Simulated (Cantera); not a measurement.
A closed system holds: 1 mol BN, 2 mol NF3, 0.61 mol H2, at 10.0 mbar.

Method: chemical equilibrium by Gibbs-energy minimisation in Cantera with the NASA 1993 tables (ideal gas, pure condensed phases). Candidate condensed phases: B, BN; 31 gas species. The numbers say what is thermodynamically allowed, not how fast it happens. All values below are at 950 K.

Base state: N2 0.297, HF 0.242, BF3 0.198, F 0.174, F2 0.0891, NF3 0.000134 (mole fractions); condensed: gas only.

What changes in the equilibrium state with this change: H2 from 0.61 to 5 mol?


```csv
species,before,after
H2,<1e-9,0.389
HF,0.242,0.333
N2,0.297,0.167
F,0.174,<1e-9
F2,0.0891,<1e-9
BF3,0.198,0.111
NF3,0.000134,<1e-9
```
